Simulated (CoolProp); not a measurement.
Vapour pressure (kPa) of methanol: the reference equation beside estimates from Tc = 240.2 °C, pc = 8216 kPa, ω = 0.565. Clausius-Clapeyron is anchored at 117.85 °C with a constant enthalpy of vaporisation of 31.17 kJ/mol.

Model: reference Helmholtz-energy equation of state, de Reuck 1993, in CoolProp.

| T (°C) | reference | Lee-Kesler | Clausius-Clapeyron | van der Waals | Redlich-Kwong | Soave-Redlich-Kwong | Peng-Robinson |
|---|---|---|---|---|---|---|---|
| 100.15 | 355.4 | 358.6 | 382.8 | 1994 | 982.4 | 359.2 | 362.2 |
| 108.95 | 465.4 | 472.4 | 482.4 | 2236 | 1181 | 473.9 | 475.8 |
| 117.85 | 603.1 | 614.5 | 603.1 | 2499 | 1409 | 617.5 | 617.8 |
| 126.65 | 769.6 | 785.8 | 744.8 | 2778 | 1663 | 791.1 | 789.1 |
| 135.45 | 970.8 | 991.8 | 911.4 | 3076 | 1948 | 1001 | 995.6 |
| 144.25 | 1212 | 1237 | 1106 | 3393 | 2264 | 1251 | 1242 |
| 153.05 | 1498 | 1527 | 1331 | 3730 | 2614 | 1547 | 1534 |
| 161.85 | 1835 | 1865 | 1590 | 4087 | 3000 | 1894 | 1876 |
| 170.65 | 2229 | 2259 | 1887 | 4465 | 3421 | 2298 | 2275 |
| 179.45 | 2685 | 2714 | 2224 | 4864 | 3881 | 2765 | 2736 |
| 188.35 | 3216 | 3243 | 2609 | 5289 | 4387 | 3306 | 3272 |
| 197.15 | 3816 | 3842 | 3037 | 5731 | 4928 | 3917 | 3879 |
| 205.95 | 4497 | 4526 | 3516 | 6195 | 5512 | 4609 | 4570 |
| 214.75 | 5272 | 5305 | 4048 | 6681 | 6140 | 5390 | 5352 |

Absolute difference from the reference over all 14 rows, mean and median: Lee-Kesler 1.4 and 1.4 %, Clausius-Clapeyron 12.2 and 12.2 %, van der Waals 174.7 and 135.9 %, Redlich-Kwong 79.1 and 69.0 %, Soave-Redlich-Kwong 2.7 and 2.8 %, Peng-Robinson 2.1 and 2.1 %.
